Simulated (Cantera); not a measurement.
Feed: 1 mol PbS, 4.7 mol H2, 1.1 mol N2, equilibrated at 210000 Pa.

Equilibrium computed with Cantera from the NASA thermochemical tables; the gas is ideal and each condensed phase is pure. Candidate condensed phases: Pb, PbS, S; 18 gas species. Equilibrium is a limit: real reactors are often held back by kinetics, nucleation or transport.

At 1352 °C, list the 4 most abundant gas species with their mole fractions, and the condensed phases.

H2 0.655, N2 0.162, PbS 0.108, H2S 0.0387. Condensed: Pb(l).
